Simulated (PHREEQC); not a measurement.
0.073 g of hydrous ferric oxide (600 m²/g; 0.2 weak and 0.005 strong sites per Fe, Dzombak-Morel constants, diffuse double layer) in 1 kg of water with 0.01 mol/kgw of an inert sodium salt and 7.6e-06 mol/kgw ZnSO4, at 25 °C; the pH is set by adding NaOH or the inert anion's acid. Oxygen is held at 0.21 atm. No CO2 enters from the air. Precipitation was switched off in this run.

Base run: PHREEQC, ion-association model, wateq4f.dat. Each further column changes one thing. The table gives Zn sorbed (%).

```json
[
 {"pH": "4", "base": "0.0", "no electrostatic term (-no_edl)": "0.0", "background salt from 0.01 to 0.001 mol/kgw": "0.0", "oxide from 0.073 to 0.36 g/kgw": "0.0"},
 {"pH": "4.5", "base": "0.1", "no electrostatic term (-no_edl)": "0.1", "background salt from 0.01 to 0.001 mol/kgw": "0.1", "oxide from 0.073 to 0.36 g/kgw": "0.3"},
 {"pH": "5", "base": "0.6", "no electrostatic term (-no_edl)": "1.4", "background salt from 0.01 to 0.001 mol/kgw": "0.5", "oxide from 0.073 to 0.36 g/kgw": "(withheld)"},
 {"pH": "6", "base": "18.5", "no electrostatic term (-no_edl)": "36.3", "background salt from 0.01 to 0.001 mol/kgw": "(withheld)", "oxide from 0.073 to 0.36 g/kgw": "54.2"},
 {"pH": "6.5", "base": "43.6", "no electrostatic term (-no_edl)": "(withheld)", "background salt from 0.01 to 0.001 mol/kgw": "(withheld)", "oxide from 0.073 to 0.36 g/kgw": "89.1"},
 {"pH": "7", "base": "70.5", "no electrostatic term (-no_edl)": "89.6", "background salt from 0.01 to 0.001 mol/kgw": "72.1", "oxide from 0.073 to 0.36 g/kgw": "98.5"},
 {"pH": "7.5", "base": "93.0", "no electrostatic term (-no_edl)": "97.7", "background salt from 0.01 to 0.001 mol/kgw": "(withheld)", "oxide from 0.073 to 0.36 g/kgw": "99.8"},
 {"pH": "8.5", "base": "99.8", "no electrostatic term (-no_edl)": "99.6", "background salt from 0.01 to 0.001 mol/kgw": "99.8", "oxide from 0.073 to 0.36 g/kgw": "100.0"},
 {"pH": "9", "base": "99.9", "no electrostatic term (-no_edl)": "99.0", "background salt from 0.01 to 0.001 mol/kgw": "99.9", "oxide from 0.073 to 0.36 g/kgw": "100.0"},
 {"pH": "9.5", "base": "99.9", "no electrostatic term (-no_edl)": "94.8", "background salt from 0.01 to 0.001 mol/kgw": "99.9", "oxide from 0.073 to 0.36 g/kgw": "100.0"},
 {"pH": "10", "base": "99.9", "no electrostatic term (-no_edl)": "(withheld)", "background salt from 0.01 to 0.001 mol/kgw": "99.9", "oxide from 0.073 to 0.36 g/kgw": "100.0"},
 {"pH": "11", "base": "99.6", "no electrostatic term (-no_edl)": "13.7", "background salt from 0.01 to 0.001 mol/kgw": "99.8", "oxide from 0.073 to 0.36 g/kgw": "100.0"},
 {"pH": "11.5", "base": "98.9", "no electrostatic term (-no_edl)": "1.2", "background salt from 0.01 to 0.001 mol/kgw": "99.4", "oxide from 0.073 to 0.36 g/kgw": "100.0"},
 {"pH": "12", "base": "91.9", "no electrostatic term (-no_edl)": "0.1", "background salt from 0.01 to 0.001 mol/kgw": "94.9", "oxide from 0.073 to 0.36 g/kgw": "99.8"}
]
```

Problem. Some entries are withheld; supply them.

Solution. 
- 5, oxide from 0.073 to 0.36 g/kgw: 2.4
- 6, background salt from 0.01 to 0.001 mol/kgw: 18.8
- 6.5, no electrostatic term (-no_edl): 65.0
- 6.5, background salt from 0.01 to 0.001 mol/kgw: 44.7
- 7.5, background salt from 0.01 to 0.001 mol/kgw: 93.9
- 10, no electrostatic term (-no_edl): 74.7

 In at least one series the solution becomes supersaturated in solids that the run did not let form, among them Zn(OH)2-e.
